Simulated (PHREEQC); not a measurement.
Solution (79 °C): 33 mmol/kgw Ba(NO3)2, 0.049 mmol/kgw HCl and 48 mmol/kgw NaCl. Closed to the air; pH follows from the charge balance.

The numbers come from PHREEQC with the ion-association model, phreeqc.dat.

The ionic strength comes out as 0.147 mol/kgw. What activity coefficients do Cl-, NO3-, Na+, H+, Ba+2 get?

Cl- 0.71, NO3- 0.70, Na+ 0.74, H+ 0.79, Ba+2 0.28.

No solid was allowed to form. Complexes and solids missing from the database can't appear. Constants without temperature data keep their 25 °C values here.
